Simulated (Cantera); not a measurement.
What does this Cantera script print?

```python
import numpy as np
import cantera as ct

gas_names = """
    H HO2 H2 H2O H2O2 Li LiH LiO LiOH Li2 Li2O Li2O2 Li2O2H2 O OH O2 O3
""".split()
cond_names = """
    H2O(s) H2O(L) Li(cr) Li(L) LiH(s) LiH(L) LiOH(s) LiOH(L) Li2O(s) Li2O(L)
""".split()


def load(file, names, dense=False):
    # The tables refer to 1 bar. Condensed volumes are neglected.
    table = {s.name: s for s in ct.Species.list_from_file(file)}
    out = []
    for n in names:
        d = dict(table[n].input_data)
        d["thermo"] = dict(d["thermo"], **{"reference-pressure": 1e5})
        if dense:
            d["equation-of-state"] = {"model": "constant-volume", "density": "1e6 g/cm^3"}
        out.append(ct.Species.from_dict(d))
    return out


gas = ct.Solution(thermo="ideal-gas", species=load("nasa_gas.yaml", gas_names))
cond = {s.name: ct.Solution(thermo="fixed-stoichiometry", species=[s], name=s.name)
        for s in load("nasa_condensed.yaml", cond_names, dense=True)}
atoms = {
    'LiOH': {'Li': 1, 'O': 1, 'H': 1},
    'H2O': {'H': 2, 'O': 1},
}
top_T = {}  # K; cautious upper limits of use, not melting points


def equilibrate(T, P, feed):
    n = {}
    for name, mol in feed.items():
        for a, k in atoms[name].items():
            n[a] = n.get(a, 0.0) + k * mol
    gas.TPX = T, P, n
    mass = sum(n.values()) * gas.mean_molecular_weight
    gas.equilibrate("TP")
    valid = [c for c in cond.values() if c.min_temp <= T <= top_T.get(c.name, c.max_temp)]
    mix = ct.Mixture([(gas, mass / gas.mean_molecular_weight)] + [(c, 0.0) for c in valid])
    mix.T, mix.P = T, P
    mix.equilibrate("TP", solver="vcs", rtol=1e-11, max_steps=5000)
    return mix


results = []
feed = {'LiOH': 1, 'H2O': 0.14}  # mol
P = 18000  # Pa
for T in [873, 973, 1073, 1173, 1273, 1373, 1473, 1573, 1673, 1773]:
    mix = equilibrate(T, P, feed)
    results.append((T, P, feed, dict(zip(mix.species_names, mix.species_moles))))
    x = sorted(zip(gas.X, gas.species_names), reverse=True)
    print(f"T = {T:g} K  P = {P:g} Pa  gas = {mix.phase_moles(0):.4g} mol")
    print("   x: " + "  ".join(f"{s} {v:.3e}" for v, s in x if v > 0.001))
    print("   condensed (mol): " + ("  ".join(f"{mix.phase(i).name} {mix.phase_moles(i):.4g}"
          for i in range(1, mix.n_phases) if mix.phase_moles(i) > 1e-12) or "none"))
```

Result:

```
T = 873 K  P = 18000 Pa  gas = 0.14 mol
   x: H2O 1.000e+00
   condensed (mol): LiOH(L) 1
T = 973 K  P = 18000 Pa  gas = 0.14 mol
   x: H2O 1.000e+00
   condensed (mol): LiOH(L) 1
T = 1073 K  P = 18000 Pa  gas = 0.6401 mol
   x: H2O 9.997e-01
   condensed (mol): Li2O(s) 0.4999
T = 1173 K  P = 18000 Pa  gas = 0.6404 mol
   x: H2O 9.986e-01  LiOH 1.319e-03
   condensed (mol): Li2O(s) 0.4995
T = 1273 K  P = 18000 Pa  gas = 0.6418 mol
   x: H2O 9.941e-01  LiOH 5.632e-03
   condensed (mol): Li2O(s) 0.498
T = 1373 K  P = 18000 Pa  gas = 0.6462 mol
   x: H2O 9.801e-01  LiOH 1.920e-02
   condensed (mol): Li2O(s) 0.4935
T = 1473 K  P = 18000 Pa  gas = 0.658 mol
   x: H2O 9.443e-01  LiOH 5.426e-02
   condensed (mol): Li2O(s) 0.4815
T = 1573 K  P = 18000 Pa  gas = 0.6848 mol
   x: H2O 8.675e-01  LiOH 1.299e-01  Li2O2H2 1.525e-03
   condensed (mol): Li2O(s) 0.4544
T = 1673 K  P = 18000 Pa  gas = 0.7387 mol
   x: H2O 7.305e-01  LiOH 2.651e-01  Li2O2H2 2.061e-03  H2 1.135e-03
   condensed (mol): Li2O(s) 0.4003
T = 1773 K  P = 18000 Pa  gas = 0.8335 mol
   x: H2O 5.346e-01  LiOH 4.577e-01  Li2O2H2 2.270e-03  H2 1.767e-03  Li2O 1.573e-03
   condensed (mol): Li2O(s) 0.3058
```

Cantera equilibrium calculation (NASA polynomials, part measured and part estimated; ideal gas, pure solids and liquids).
